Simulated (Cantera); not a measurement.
A Cantera script and its output.

```python
import numpy as np
import cantera as ct

gas = ct.Solution("gri30.yaml")
gas.TPX = 1323, 1400000, {'C3H8': 1, 'O2': 2.78, 'N2': 24, 'H2O': 2.9}
reactor = ct.IdealGasConstPressureReactor(gas, energy="on", clone=False)
net = ct.ReactorNet([reactor])
net.rtol, net.atol = 1e-08, 1e-16
show = ['C3H8', 'O2', 'H2O', 'CH2O', 'NO2', 'NO', 'H']
times = np.geomspace(8e-06, 0.4, 15)

steps = ct.SolutionArray(gas, extra=["t"])
rows = []
print(f"{'t/s':>10s}{'T/K':>9s}{'P/Pa':>11s}" + "".join(f"{s:>11s}" for s in show))
for t in times:
    while net.time < t:
        t_next = net.step()
        steps.append(gas.state, t=t_next)
    rows.append([np.interp(t, steps.t, y) for y in (steps.T, steps.P, *steps(*show).X.T)])
    print(f"{t:10.3e}{rows[-1][0]:9.1f}{rows[-1][1]:11.4g}" + "".join(f"{x:11.3e}" for x in rows[-1][2:]))
rate = np.gradient(steps.T, steps.t)
print("integrator steps:", len(steps.t))
if steps.T.max() > steps.T[0] + 200:
    print(f"time of steepest temperature rise: {steps.t[rate.argmax()]:.4e} s")
gas.TPX = 1323, 1400000, {'C3H8': 1, 'O2': 2.78, 'N2': 24, 'H2O': 2.9}
gas.equilibrate("HP")
print(f"equilibrium (HP): T = {gas.T:.1f} K  " + "  ".join(f"{s} {gas[s].X[0]:.3e}" for s in show))
```

Result:

```
       t/s      T/K       P/Pa       C3H8         O2        H2O       CH2O        NO2         NO          H
 8.000e-06   1322.6    1.4e+06  3.246e-02  9.056e-02  9.454e-02  2.032e-05  2.214e-17  2.010e-15  1.278e-07
 1.733e-05   1322.4    1.4e+06  3.219e-02  9.046e-02  9.460e-02  8.108e-05  2.838e-16  1.068e-14  1.486e-07
 3.753e-05   1322.4    1.4e+06  3.157e-02  9.023e-02  9.475e-02  2.141e-04  2.299e-15  3.437e-14  1.646e-07
 8.129e-05   1322.6    1.4e+06  3.013e-02  8.963e-02  9.513e-02  5.143e-04  1.781e-14  1.105e-13  2.155e-07
 1.761e-04   1325.7    1.4e+06  2.616e-02  8.764e-02  9.650e-02  1.284e-03  2.045e-13  5.685e-13  4.543e-07
 3.813e-04   2019.9    1.4e+06  9.523e-10  5.326e-04  1.549e-01  1.126e-05  4.336e-11  1.223e-06  1.375e-04
 8.259e-04   2026.2    1.4e+06  7.963e-11  4.668e-08  1.424e-01  3.331e-06  4.380e-12  1.455e-06  1.250e-04
 1.789e-03   2020.8    1.4e+06  1.810e-11  3.631e-08  1.385e-01  1.750e-06  5.399e-12  2.033e-06  1.259e-04
 3.875e-03   2015.4    1.4e+06  1.393e-12  3.001e-08  1.359e-01  6.471e-07  7.435e-12  3.094e-06  1.241e-04
 8.392e-03   2012.2    1.4e+06  3.782e-15  2.719e-08  1.348e-01  9.570e-08  1.012e-11  4.425e-06  1.228e-04
 1.818e-02   2011.8    1.4e+06  4.269e-21  2.758e-08  1.347e-01  2.455e-08  1.158e-11  5.058e-06  1.243e-04
 3.937e-02   2011.8    1.4e+06  2.143e-28  2.759e-08  1.347e-01  2.432e-08  1.114e-11  4.863e-06  1.243e-04
 8.527e-02   2011.8    1.4e+06  2.104e-28  2.759e-08  1.347e-01  2.432e-08  1.019e-11  4.451e-06  1.243e-04
 1.847e-01   2011.8    1.4e+06  2.102e-28  2.759e-08  1.347e-01  2.432e-08  8.807e-12  3.846e-06  1.243e-04
 4.000e-01   2011.8    1.4e+06  2.100e-28  2.759e-08  1.347e-01  2.432e-08  7.343e-12  3.206e-06  1.244e-04
integrator steps: 2334
time of steepest temperature rise: 3.1439e-04 s
equilibrium (HP): T = 2011.8 K  C3H8 2.586e-28  O2 2.759e-08  H2O 1.347e-01  CH2O 2.432e-08  NO2 6.247e-12  NO 2.728e-06  H 1.244e-04
```

Computed with Cantera and GRI-Mech 3.0 (53 species, 325 reactions). GRI-Mech 3.0 was tuned for natural gas; its chemistry of propane as a main component is partial and can be far from experiment. The pressure lies above the range GRI-Mech 3.0 was tuned for (to about 10 atm).
